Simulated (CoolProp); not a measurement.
Vapour-liquid equilibrium of sulfur hexafluoride (1) + CH2F2 (R32) (2) at 288 K; x and y are mole fractions of (1).

The numbers come from the multi-fluid Helmholtz-energy mixture model, Guder 2009 and Tillner-Roth 1997; pair parameters Bell 2016 in CoolProp.

| x | bubble pressure (kPa) | y at the bubble point | dew pressure at overall composition x (kPa) | liquid density (mol/L) |
|---|---|---|---|---|
| 0.05 | 1599 | 0.197 | 1347 | 18.27 |
| 0.15 | 2010 | 0.371 | 1511 | 16.51 |
| 0.25 | 2225 | 0.449 | 1710 | 14.97 |
| 0.35 | 2343 | 0.497 | 1953 | 13.63 |
| 0.45 | 2411 | 0.536 | 2227 | 12.50 |
| 0.55 | 2447 | 0.577 | 2427 | 11.59 |
| 0.65 | 2446 | 0.625 | 2431 | 10.91 |
| 0.75 | 2394 | 0.687 | 2303 | 10.43 |
| 0.85 | 2268 | 0.771 | 2123 | 10.13 |
| 0.95 | 2029 | 0.900 | 1937 | 9.936 |

y crosses x between x = 0.55 and 0.65: the model has an azeotrope there.

Pair parameters are fitted to limited data, so mixtures are less certain than the pure fluids. With so large a gap from Raoult's law the liquid may split in two, which this calculation doesn't test in full.
